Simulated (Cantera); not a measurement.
Input: 1 mol Ta2O5, 0.52 mol H2, held at 1175 K and 14000 Pa.

These are equilibrium values from Cantera (NASA tables, ideal gas, pure condensed phases), not measurements of a reactor. Candidate condensed phases: H2O, Ta, Ta2O5; 12 gas species. Rates play no part.

Base state: H2 1.000 (mole fractions); condensed: Ta2O5(s).

Task: What changes in the equilibrium state with this change: Ta2O5 replaced by Al2O3?

Result: 
```csv
species,before,after
H2,1.000,1.00
"Ta2O5(s), mol",1.00,0
"Al2O3(s), mol",0,1.00
```
Further candidate phases: Al, Al2O3.
